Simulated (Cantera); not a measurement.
# Formation from one mole of F₂

Cantera with NASA thermochemical tables; ideal gases at 1 bar, condensed phases pure. Values are per mole of reaction as written; species without (g) are pure solids or liquids, kept so even where they would boil at 1 bar. The tables' values for C₂F₄, SiF₂ are old estimates.

Cu + F₂(g) → CuF₂(g)

| T (K) | ΔH° (kJ) | ΔS° (J/K) | ΔG° (kJ) | log10 K | condensed phases |
|---|---|---|---|---|---|
| 1075 | -272.9 | 21.5 | -296.1 | 14.39 | Cu(s) |
| 1175 | -273.9 | 20.6 | -298.2 | 13.25 | Cu(s) |
| 1275 | -275.1 | 19.7 | -300.2 | 12.30 | Cu(s) |
| 1375 | -289.5 | 9.0 | -301.9 | 11.47 | Cu(l) |
| 1475 | -290.9 | 8.1 | -302.8 | 10.72 | Cu(l) |
| 1575 | -292.2 | 7.2 | -303.6 | 10.07 | Cu(l) |
| 1675 | -293.6 | 6.4 | -304.2 | 9.49 | Cu(l) |
| 1775 | -294.9 | 5.6 | -304.8 | 8.97 | Cu(l) |
| 1875 | -296.2 | 4.9 | -305.4 | 8.51 | Cu(l) |

C + F₂(g) → 0.5 C₂F₄(g)

```csv
T (K),ΔH° (kJ),ΔS° (J/K),ΔG° (kJ),log10 K
1075,-328.2,-56.8,-267.1,12.98
1175,-328.0,-56.7,-261.4,11.62
1275,-327.9,-56.6,-255.8,10.48
1375,-327.8,-56.5,-250.1,9.50
1475,-327.6,-56.4,-244.5,8.66
1575,-327.5,-56.3,-238.8,7.92
1675,-327.4,-56.2,-233.2,7.27
1775,-327.3,-56.2,-227.6,6.70
1875,-327.2,-56.1,-222.0,6.18
```

Si + F₂(g) → SiF₂(g)

```
T (K)  ΔH° (kJ)  ΔS° (J/K)  ΔG° (kJ)  log10 K  condensed phases
-----  --------  ---------  --------  -------  ----------------
1075     -593.3       26.1    -621.4    30.19             Si(s)
1175     -594.1       25.4    -624.0    27.74             Si(s)
1275     -595.0       24.7    -626.5    25.66             Si(s)
1375     -595.9       24.0    -628.9    23.89             Si(s)
1475     -596.8       23.3    -631.3    22.35             Si(s)
1575     -597.8       22.7    -633.6    21.01             Si(s)
1675     -598.8       22.1    -635.8    19.83             Si(s)
1775     -649.9       -8.1    -635.4    18.70             Si(l)
1875     -650.8       -8.6    -634.6    17.68             Si(l)
```

0.6667 C + F₂(g) → 0.6667 CF₃(g)

```csv
T (K),ΔH° (kJ),ΔS° (J/K),ΔG° (kJ),log10 K
1075,-314.6,-32.0,-280.1,13.61
1175,-314.6,-32.1,-276.9,12.31
1275,-314.7,-32.2,-273.7,11.21
1375,-314.8,-32.2,-270.5,10.28
1475,-314.9,-32.3,-267.3,9.46
1575,-315.0,-32.4,-264.0,8.76
1675,-315.2,-32.5,-260.8,8.13
1775,-315.3,-32.5,-257.5,7.58
1875,-315.4,-32.6,-254.3,7.08
```
